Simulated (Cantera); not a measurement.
An isothermal, constant-pressure homogeneous reactor starts with 3.97 % H₂, 33.1 % O₂, 62.9 % N₂, at 925 K and 0.00970 bar.

Cantera simulation using the H2/O2 subset of GRI-Mech 3.0, which has no nitrogen chemistry; the numbers are that mechanism's predictions, not measurements. Radical loss at walls, strong at low pressure, is not modelled. Below about 950 K walls govern HO2 and H2O2 in real vessels. The temperature is held fixed by assumption; the heat of reaction is taken as removed at once.

One state of this run: x H₂ = 1.38e-7; x O₂ = 0.318; x OH = 6.48e-6; x H = 1.10e-8; x H₂O₂ = 5.13e-9. x: mole fraction; the columns are a selection and need not sum to one.

Task: Which value of t (s) does it belong to?
A) 0.711
B) 5.33
C) 0.0949
D) 0.00169

Result: B, 5.33
